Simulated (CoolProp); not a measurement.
2000 sccm (0 °C, 1 atm) of nitrogen bubbles through liquid R365MFC at 278.8 K and leaves saturated at a total pressure of 0.15 MPa (ideal gas phase). Each further row changes one setting.

The numbers come from the reference Helmholtz-energy equation of state, Lemmon 2016 in CoolProp.

| case | vapour pressure (kPa) | mole fraction of vapour | delivery (mg/min) | delivery (sccm) | change of delivery for a bath 1 K warmer (%) |
|---|---|---|---|---|---|
| as stated | 24.3 | [?] | [?] | 387 | [?] |
| bath temperature 283.8 K | [?] | 0.204 | [?] | 514 | 5.9 |
| total pressure 0.3 MPa | 24.3 | [?] | [?] | [?] | 5.3 |

Problem. Fill in the missing entries.

Solution. 
- as stated, mole fraction of vapour: 0.162
- as stated, delivery (mg/min): 2550
- as stated, change of delivery for a bath 1 K warmer (%): 5.8
- bath temperature 283.8 K, vapour pressure (kPa): 30.7
- bath temperature 283.8 K, delivery (mg/min): 3390
- total pressure 0.3 MPa, mole fraction of vapour: 0.0810
- total pressure 0.3 MPa, delivery (mg/min): 1160
- total pressure 0.3 MPa, delivery (sccm): 176
